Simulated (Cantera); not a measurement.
Input (Python, Cantera) and output of one run.

```python
import numpy as np
import cantera as ct

gas_names = """
    H H2 Hg N NH NH2 NH3 N2 N2H2 N2H4
""".split()
cond_names = """
    Hg(cr) Hg(L)
""".split()


# ... load() reads the species with a 1 bar reference pressure and builds the phases ...
atoms = {
    'Hg': {'Hg': 1},
    'H2': {'H': 2},
    'N2': {'N': 2},
}
top_T = {}  # K; cautious upper limits of use, not melting points


# ... equilibrate(T, P, feed) seeds the gas with the atoms and calls Mixture.equilibrate('TP', solver="vcs", rtol=1e-11, max_steps=5000) ...
results = []
feed = {'Hg': 1, 'H2': 0.18, 'N2': 88}  # mol
T = 900  # K
P = 670000  # Pa
mix = equilibrate(T, P, feed)
results.append((T, P, feed, dict(zip(mix.species_names, mix.species_moles))))
x = sorted(zip(gas.X, gas.species_names), reverse=True)
print(f"T = {T:g} K  P = {P:g} Pa  gas = {mix.phase_moles(0):.4g} mol")
print("   x: " + "  ".join(f"{s} {v:.3e}" for v, s in x if v > 1e-06))
print("   condensed (mol): " + ("  ".join(f"{mix.phase(i).name} {mix.phase_moles(i):.4g}"
      for i in range(1, mix.n_phases) if mix.phase_moles(i) > 1e-12) or "none"))
```

It prints:

```
T = 900 K  P = 670000 Pa  gas = 89.18 mol
   x: N2 9.868e-01  Hg 1.121e-02  H2 2.017e-03
   condensed (mol): none
```

Cantera equilibrium calculation (NASA polynomials, part measured and part estimated; ideal gas, pure solids and liquids).
